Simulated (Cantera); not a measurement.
A closed system holds: 1 mol Cu, 1.3 mol F2, 8.3 mol N2, equilibrated at 775 K and 1.33 mbar.

Cantera equilibrium calculation (NASA polynomials, part measured and part estimated; ideal gas, pure solids and liquids). Candidate condensed phases: Cu, CuF2; 11 gas species. Kinetics and transport are ignored.

Base state: N2 0.954, F 0.0231, F2 0.0227, NF3 0.000170 (mole fractions); condensed: CuF2(s).

What changes in the equilibrium state with this change: temperature from 775 K to 1448.15 K?


```json
[
 {"species": "N2", "before": "0.954", "after": "0.836"},
 {"species": "CuF2", "before": "1.15e-6", "after": "0.0983"},
 {"species": "F", "before": "0.0231", "after": "0.0629"},
 {"species": "F2", "before": "0.0227", "after": "1.15e-6"},
 {"species": "CuF", "before": "<1e-9", "after": "0.00245"},
 {"species": "NF3", "before": "0.000170", "after": "<1e-9"},
 {"species": "CuF2(s), mol", "before": "1.000", "after": "0"}
]
```
